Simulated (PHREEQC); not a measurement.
0.42 g of hydrous ferric oxide (600 m²/g; 0.2 weak and 0.005 strong sites per Fe, Dzombak-Morel constants, diffuse double layer) in 1 kg of water with 0.1 mol/kgw of an inert sodium salt and 0.00026 mol/kgw CuCl2, at 25 °C; the pH is set by adding NaOH or the inert anion's acid. O2 is buffered at 0.21 atm. CO2 from the air is kept out. Nothing may precipitate in this run.

Base run: PHREEQC, ion-association model, wateq4f.dat. Each further column changes one thing. The table gives Cu sorbed (%).

```csv
pH,base,background salt from 0.1 to 0.01 mol/kgw,oxide from 0.42 to 2.1 g/kgw,0.00041 mol/kgw PbCl2 added
4,3.0,3.3,13.6,0.8
4.5,11.5,11.6,44.2,5.3
5,34.9,33.0,80.3,27.1
5.5,73.3,68.2,96.4,62.1
6,93.7,90.9,99.5,82.8
6.5,98.7,…,99.9,91.7
7,99.6,99.4,100.0,…
7.5,99.7,99.5,100.0,89.0
8,99.6,99.5,100.0,75.8
8.5,99.5,99.4,100.0,…
9,99.3,99.3,100.0,46.2
9.5,99.0,…,100.0,…
10,98.4,99.1,100.0,27.0
```

Some entries are withheld; supply them.


- 6.5, background salt from 0.1 to 0.01 mol/kgw: 98.1
- 7, 0.00041 mol/kgw PbCl2 added: 93.9
- 8.5, 0.00041 mol/kgw PbCl2 added: 59.9
- 9.5, background salt from 0.1 to 0.01 mol/kgw: 99.2
- 9.5, 0.00041 mol/kgw PbCl2 added: 35.5

The database's constant for dissolved Cu(OH)2 is higher than later reviews accept. In at least one series the solution becomes supersaturated in solids that the run did not let form, among them Cu(OH)2, Atacamite.
